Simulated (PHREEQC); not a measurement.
Consider water at 25 °C with 4.4 mmol/kgw Na3PO4 and 2.7 mmol/kgw H2S. Closed to the air; pH follows from the charge balance.

Equilibrium calculation in PHREEQC: ion-association model, wateq4f.dat.

```json
[
 {"quantity": "pH", "before": "11.04", "after": "10.48"},
 {"quantity": "H2S (mol/kgw)", "before": "1.82e-7", "after": "1.46e-7"}
]
```

Question: Name the change that produced these shifts.
(A) Na3PO4 replaced by NaHCO3 at the same molality
(B) temperature from 25 to 65 °C
(C) diluted 5-fold with water
(D) H2S from 0.0027 to 0.00297 mol/kgw
(E) Na3PO4 left out

Answer: C, diluted 5-fold with water

Precipitation was switched off in this run. H3PO4, which wateq4f.dat lacks, is added to it with the constant of phreeqc.dat.
